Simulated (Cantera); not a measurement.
**Stirred combustor or abatement burner**

A perfectly stirred reactor is fed with CH4 : C2H6 : O2 : N2 : CO2 = 1 : 0.6 : 4.88 : 18.4 : 5.7 (molar parts), equivalence ratio 0.84, at 9.40 bar; it is adiabatic with a 425 K inlet, and is followed from long to short residence time, starting on the burning branch (τ in s: 0.41, 0.19, 0.086, 0.04, 0.018, 0.0083, 0.0038, 0.0018, 0.00081, 0.00037, 0.00017, 7.8e-05).

Model: GRI-Mech 3.0 (53 species, 325 reactions), integrated in Cantera.

```
τ (s)    T (K)     x CH4   x C2H6    x O2      x OH      x CO     x NO    x N2O
-------  -----  --------  -------  ------  --------  --------  -------  -------
0.41      1780   1.05e-6  1.01e-7  0.0253  0.000265  0.000172  1.91e-5  2.42e-7
0.19      1780   1.96e-6  1.99e-7  0.0253  0.000295  0.000249  1.26e-5  2.98e-7
0.086     1778   3.54e-6  3.88e-7  0.0254  0.000340  0.000391  9.44e-6  3.97e-7
0.040     1776   6.09e-6  7.21e-7  0.0255  0.000402  0.000625  8.05e-6  5.44e-7
0.018     1773   1.06e-5  1.35e-6  0.0257  0.000483   0.00104  7.46e-6  7.56e-7
0.0083    1767   1.83e-5  2.47e-6  0.0261  0.000578   0.00170  7.18e-6  9.95e-7
0.0038    1758   3.24e-5  4.54e-6  0.0267  0.000683   0.00280  6.77e-6  1.21e-6
0.0018    1744   5.81e-5  8.33e-6  0.0277  0.000778   0.00450  5.99e-6  1.30e-6
0.00081   1719  0.000119  1.70e-5  0.0297  0.000828   0.00758  4.65e-6  1.23e-6
0.00037   1661  0.000349  4.78e-5  0.0343  0.000636    0.0144  2.28e-6  9.46e-7
0.00017    425    0.0327   0.0196   0.160    <1e-12    <1e-12   <1e-12   <1e-12
7.8e-5     425    0.0327   0.0196   0.160    <1e-12    <1e-12   <1e-12   <1e-12
```
x: mole fraction; the columns are a selection and need not sum to one.
